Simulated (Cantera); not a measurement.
# Diamond growth

A diamond (100) surface in a fixed gas of H2 with x(CH4) = 0.0043, x(H) = 0.016, x(CH3) = 4.7e-05, at 1350 K; coverages are run to steady state.

Computed with Cantera and the Harris–Goodwin 1993 mechanism for the reconstructed diamond (100) surface.

| P (Pa) | growth (µm/h) | θ c6HH | θ c6H* | θ c6*H | θ c6** | θ c6HM |
|---|---|---|---|---|---|---|
| 530 | 0.0415 | 0.352 | 0.0546 | 0.538 | 0.0550 | 4.51e-6 |
| 950 | 0.0865 | 0.352 | 0.0546 | 0.538 | 0.0550 | 8.33e-6 |
| 1700 | 0.178 | 0.352 | 0.0546 | 0.538 | 0.0550 | 1.50e-5 |
| 3100 | 0.385 | 0.352 | 0.0546 | 0.538 | 0.0551 | 2.71e-5 |
| 5600 | 0.856 | 0.352 | 0.0547 | 0.538 | 0.0551 | 4.72e-5 |
| 10000 | 1.96 | 0.352 | 0.0549 | 0.538 | 0.0551 | 7.86e-5 |
| 18000 | 4.66 | 0.352 | 0.0551 | 0.537 | 0.0552 | 0.000125 |
| 33000 | 11.4 | 0.352 | 0.0556 | 0.536 | 0.0554 | 0.000189 |
θ: site fractions in the mechanism's names (c6HH fully hydrogenated, c6H* and c6*H radical sites, c6** diradical, c6HM methylated).
